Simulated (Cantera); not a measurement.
Feed: 1 mol B2H6, 13 mol NH3, held at 2375 K.

These are equilibrium values from Cantera (NASA tables, ideal gas, pure condensed phases), not measurements of a reactor. Candidate condensed phases: B, BN; 15 gas species. The feed counts by its element totals alone. The tables' values for BH2 are old estimates; treat these amounts as uncertain. Kinetics and transport are ignored.

At 10.0 Pa, list the 5 most abundant gas species with their mole fractions, and the condensed phases.

H 0.618, H2 0.192, N2 0.145, B 0.0443, BH 0.000139. Condensed: gas only.
